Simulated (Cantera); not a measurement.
## Ignition delay

Mixture: 4.84 % C₃H₈, 15.6 % O₂, 79.6 % N₂, equivalence ratio 1.6, at 9.87 atm, adiabatic and at constant volume. Ignition delay is the time to a rise of 400 K.

Model: GRI-Mech 3.0 (53 species, 325 reactions), integrated in Cantera. GRI-Mech 3.0 was tuned for natural gas; its chemistry of propane as a main component is partial and can be far from experiment.

```
T0 (K)  delay (ms)
------  ----------
1300         0.348
1350         0.158
1400        0.0768
1450        0.0402
1500        0.0226
1550        0.0135
1600       0.00859
1650       0.00577
1700       0.00406
```

| Quantity | Result |
|---|---|
| apparent activation energy between 1600 and 1700 K | 170 kJ/mol |
